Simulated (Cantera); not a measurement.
# Calcination and drying: MgSO₄ + H₂

Input: 1 mol MgSO₄, a varied amount of H₂, held at 1973.15 K and 13300 Pa.

Method: chemical equilibrium by Gibbs-energy minimisation in Cantera with the NASA 1993 tables (ideal gas, pure condensed phases). Candidate condensed phases: H₂O, H₂SO₄, Mg, MgO, Mg(OH)₂, MgS, MgSO₄, S; 26 gas species. Rates play no part.

```json
[
 {"n(H₂) (mol)": "0.42", "log p SO₂": "-1.11", "log p H₂O": "-1.49", "log p H₂": "-4.29", "log p O₂": "-1.65", "log p S₂": "-10.44", "log p SO": "-4.22", "n MgO(s)": "1.000"},
 {"n(H₂) (mol)": "0.49", "log p SO₂": "-1.12", "log p H₂O": "-1.43", "log p H₂": "-4.20", "log p O₂": "-1.71", "log p S₂": "-10.33", "log p SO": "-4.20", "n MgO(s)": "1.000"},
 {"n(H₂) (mol)": "0.56", "log p SO₂": "-1.13", "log p H₂O": "-1.38", "log p H₂": "-4.12", "log p O₂": "-1.79", "log p S₂": "-10.20", "log p SO": "-4.17", "n MgO(s)": "1.000"},
 {"n(H₂) (mol)": "0.65", "log p SO₂": "-1.14", "log p H₂O": "-1.33", "log p H₂": "-4.01", "log p O₂": "-1.90", "log p S₂": "-10.00", "log p SO": "-4.12", "n MgO(s)": "1.000"},
 {"n(H₂) (mol)": "0.76", "log p SO₂": "-1.15", "log p H₂O": "-1.27", "log p H₂": "-3.86", "log p O₂": "-2.07", "log p S₂": "-9.68", "log p SO": "-4.05", "n MgO(s)": "1.000"},
 {"n(H₂) (mol)": "0.88", "log p SO₂": "-1.16", "log p H₂O": "-1.22", "log p H₂": "-3.66", "log p O₂": "-2.38", "log p S₂": "-9.09", "log p SO": "-3.91", "n MgO(s)": "1.000"},
 {"n(H₂) (mol)": "1", "log p SO₂": "-1.18", "log p H₂O": "-1.18", "log p H₂": "-3.14", "log p O₂": "-3.34", "log p S₂": "-7.21", "log p SO": "-3.45", "n MgO(s)": "1.000"},
 {"n(H₂) (mol)": "1.2", "log p SO₂": "-1.25", "log p H₂O": "-1.18", "log p H₂": "-2.16", "log p O₂": "-5.30", "log p S₂": "-3.41", "log p SO": "-2.53", "n MgO(s)": "1.000"},
 {"n(H₂) (mol)": "1.4", "log p SO₂": "-1.31", "log p H₂O": "-1.17", "log p H₂": "-1.97", "log p O₂": "-5.66", "log p S₂": "-2.82", "log p SO": "-2.42", "n MgO(s)": "1.000"},
 {"n(H₂) (mol)": "1.6", "log p SO₂": "-1.38", "log p H₂O": "-1.16", "log p H₂": "-1.86", "log p O₂": "-5.85", "log p S₂": "-2.58", "log p SO": "-2.39", "n MgO(s)": "1.000"},
 {"n(H₂) (mol)": "1.8", "log p SO₂": "-1.44", "log p H₂O": "-1.15", "log p H₂": "-1.78", "log p O₂": "-5.99", "log p S₂": "-2.43", "log p SO": "-2.38", "n MgO(s)": "1.000"},
 {"n(H₂) (mol)": "2.1", "log p SO₂": "-1.54", "log p H₂O": "-1.14", "log p H₂": "-1.69", "log p O₂": "-6.15", "log p S₂": "-2.30", "log p SO": "-2.40", "n MgO(s)": "1.000"},
 {"n(H₂) (mol)": "2.5", "log p SO₂": "-1.66", "log p H₂O": "-1.13", "log p H₂": "-1.60", "log p O₂": "-6.32", "log p S₂": "-2.21", "log p SO": "-2.44", "n MgO(s)": "1.000"}
]
```
log p: log10 of the partial pressure in bar; n: condensed amount in mol.

From 0.42 mol H₂ to 2.5 mol H₂ the condensed part is MgO(s). The main Mg-bearing gas is Mg(OH)₂ at 0.42 mol H₂ and Mg at 2.5 mol H₂.
